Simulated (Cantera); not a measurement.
An isothermal, constant-pressure homogeneous reactor starts with 2.32 % CO, 8.55 % O₂, 0.0499 % H₂O, 89.1 % N₂, equivalence ratio 0.14, at 1023 K and 105 Torr.

Model: GRI-Mech 3.0 (53 species, 325 reactions), integrated in Cantera.

x: mole fraction; the columns are a selection and need not sum to one.

```
t (s)           x CO    x O₂     x H₂O      x H₂O₂       x NO₂
--------  ----------  ------  --------  ----------  ----------
1.00e-6       0.0232  0.0855  0.000499      <1e-12      <1e-12
3.72e-6       0.0232  0.0855  0.000499      <1e-12      <1e-12
1.38e-5       0.0232  0.0855  0.000499      <1e-12      <1e-12
5.14e-5       0.0232  0.0855  0.000499      <1e-12      <1e-12
0.000191      0.0232  0.0855  0.000499      <1e-12      <1e-12
0.000711      0.0232  0.0855  0.000499      <1e-12      <1e-12
0.00265       0.0232  0.0855  0.000499      <1e-12      <1e-12
0.00984       0.0232  0.0855  0.000499      <1e-12      <1e-12
0.0366        0.0232  0.0855  0.000499      <1e-12      <1e-12
0.136         0.0231  0.0854  0.000497     5.13e-9      <1e-12
0.506     (withheld)  0.0761  0.000493  (withheld)    3.39e-10
1.88      (withheld)  0.0749  0.000503  (withheld)  (withheld)
7.00         1.45e-5  0.0748  0.000504    5.43e-10     3.69e-9
```

Question: Some entries are withheld; supply them.

Answer: 
- 0.506, x CO: 0.00313
- 0.506, x H₂O₂: 7.15e-9
- 1.88, x CO: 0.000224
- 1.88, x H₂O₂: 4.11e-9
- 1.88, x NO₂: 1.38e-9
